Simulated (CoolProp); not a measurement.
Values from CoolProp's reference Helmholtz-energy equation of state, Colonna 2008. It is a short technical equation, of lower accuracy than the large ones.

### Question
Give the vapour pressure (MPa), vapour density (kg/m³), surface tension (mN/m) of saturated dodecamethylcyclohexasiloxane (D6) at 382 K.

### Answer
| T (K) | p (MPa) | vapour density (kg/m³) | surface tension (mN/m) |
|---|---|---|---|
| 382 | 0.00110 | 0.154 | 12.3 |

Surface tension comes from a separate correlation (Mulero 2014).
